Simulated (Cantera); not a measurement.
Input (Python, Cantera):

```python
import numpy as np
import cantera as ct

gas = ct.Solution("h2o2.yaml")
gas.TPX = 1225, 2500, {'H2': 0.33, 'O2': 1}
reactor = ct.IdealGasConstPressureReactor(gas, energy="off", clone=False)
net = ct.ReactorNet([reactor])
net.rtol, net.atol = 1e-08, 1e-18
show = ['H2', 'O2', 'HO2', 'O', 'H', 'H2O2']
times = np.geomspace(0.0001, 8, 14)

steps = ct.SolutionArray(gas, extra=["t"])
rows = []
print(f"{'t/s':>10s}{'T/K':>9s}{'P/Pa':>11s}" + "".join(f"{s:>11s}" for s in show))
for t in times:
    while net.time < t:
        t_next = net.step()
        steps.append(gas.state, t=t_next)
    rows.append([np.interp(t, steps.t, y) for y in (steps.T, steps.P, *steps(*show).X.T)])
    print(f"{t:10.3e}{rows[-1][0]:9.1f}{rows[-1][1]:11.4g}" + "".join(f"{x:11.3e}" for x in rows[-1][2:]))
rate = np.gradient(steps.T, steps.t)
print("integrator steps:", len(steps.t))
if steps.T.max() > steps.T[0] + 200:
    print(f"time of steepest temperature rise: {steps.t[rate.argmax()]:.4e} s")
gas.TPX = 1225, 2500, {'H2': 0.33, 'O2': 1}
gas.equilibrate("TP")
print(f"equilibrium (TP): T = {gas.T:.1f} K  " + "  ".join(f"{s} {gas[s].X[0]:.3e}" for s in show))
```

It prints:

```
       t/s      T/K       P/Pa         H2         O2        HO2          O          H       H2O2
 1.000e-04   1225.0       2500  2.481e-01  7.519e-01  5.191e-08  1.053e-07  2.021e-07  1.192e-10
 2.383e-04   1225.0       2500  2.481e-01  7.519e-01  2.085e-07  8.697e-06  1.626e-05  7.902e-10
 5.680e-04   1225.0       2500  7.754e-02  6.607e-01  1.395e-05  4.422e-02  7.679e-02  1.043e-06
 1.354e-03   1225.0       2500  1.216e-02  6.359e-01  1.732e-05  6.747e-02  6.810e-02  6.851e-07
 3.226e-03   1225.0       2500  7.621e-03  6.728e-01  1.904e-05  3.788e-02  2.914e-02  8.855e-07
 7.688e-03   1225.0       2500  2.287e-03  7.045e-01  1.626e-05  1.063e-02  4.272e-03  8.977e-07
 1.832e-02   1225.0       2500  3.636e-04  7.144e-01  7.440e-06  1.664e-03  2.607e-04  5.096e-07
 4.366e-02   1225.0       2500  5.809e-05  7.162e-01  2.059e-06  2.699e-04  1.704e-05  2.130e-07
 1.041e-01   1225.0       2500  1.227e-05  7.165e-01  5.530e-07  5.856e-05  1.722e-06  8.699e-08
 2.480e-01   1225.0       2500  3.309e-06  7.166e-01  1.716e-07  1.617e-05  2.496e-07  3.648e-08
 5.910e-01   1225.0       2500  1.050e-06  7.167e-01  6.337e-08  5.220e-06  4.574e-08  1.554e-08
 1.409e+00   1225.0       2500  3.715e-07  7.167e-01  3.108e-08  1.866e-06  9.777e-09  6.694e-09
 3.357e+00   1225.0       2500  1.443e-07  7.167e-01  2.399e-08  7.298e-07  2.393e-09  2.994e-09
 8.000e+00   1225.0       2500  6.705e-08  7.167e-01  2.631e-08  3.392e-07  7.631e-10  1.561e-09
integrator steps: 2009
equilibrium (TP): T = 1225.0 K  H2 4.505e-08  O2 7.167e-01  HO2 2.959e-08  O 2.268e-07  H 4.211e-10  H2O2 1.131e-09
```

Detailed kinetics in Cantera: the H2/O2 subset of GRI-Mech 3.0, which has no nitrogen chemistry. Radical loss at walls, strong at low pressure, is not modelled. The temperature is held fixed by assumption; the heat of reaction is taken as removed at once.
